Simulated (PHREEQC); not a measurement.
A made-up water analysis in mg/kgw, 25 °C, pH 2.12, pe 11.7: Na 1560; K 2.99; Ca 18.4; Mg 183; Cl 993; S(6) as SO4 3400; Sr 11.8; Mn(2) 94.3; Al 9.63; Cu(2) 13.7.

Cl is adjusted to close the charge balance.
Valence states are taken as typed.

All values are PHREEQC results (ion-association model, wateq4f.dat), not measurements.

No solid was allowed to form.

### Question
Order these Cu species by the share of Cu that they hold, largest first: Cu+2, CuSO4, CuCl+.

### Answer
Cu+2 (62 %), CuSO4 (36 %), CuCl+ (2.2 %)

### Question
Order these Mn species by the share of Mn that they hold, largest first: MnCl+, MnSO4, Mn+2.

### Answer
Mn+2 (64 %), MnSO4 (32 %), MnCl+ (3.4 %)

The pH is 2.12 and the ionic strength 0.115 mol/kgw. Complexes and solids missing from the database can't appear.
